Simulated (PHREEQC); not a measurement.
0.051 g of hydrous ferric oxide (600 m²/g; 0.2 weak and 0.005 strong sites per Fe, Dzombak-Morel constants, diffuse double layer) in 1 kg of water with 0.005 mol/kgw of an inert sodium salt, at 25 °C; the pH is set by adding NaOH or the inert anion's acid. O2 is buffered at 0.21 atm. The system is closed to CO2. Nothing may precipitate in this run.

Base run: PHREEQC, ion-association model, wateq4f.dat. Each further column changes one thing. The table gives surface charge σ (C/m²).

```tsv
pH	base	background salt from 0.005 to 0.0005 mol/kgw	oxide from 0.051 to 0.26 g/kgw	0.00026 mol/kgw NaH2PO4 added
3	0.302	0.238	0.304	0.014
4.33	0.147	0.072	0.148	0.005
5	0.090	0.038	0.091	0.002
5.67	0.051	0.019	0.051	-0.002
7	0.013	0.004	0.013	-0.009
8.33	-0.002	-0.001	-0.002	-0.014
9	-0.009	-0.003	-0.009	-0.018
9.67	-0.021	-0.008	-0.021	-0.026
11	-0.081	-0.049	-0.081	-0.085
```

The oxide is taken as insoluble; below pH 4 it would dissolve. H3PO4, which wateq4f.dat lacks, is added to it with the constant of phreeqc.dat.
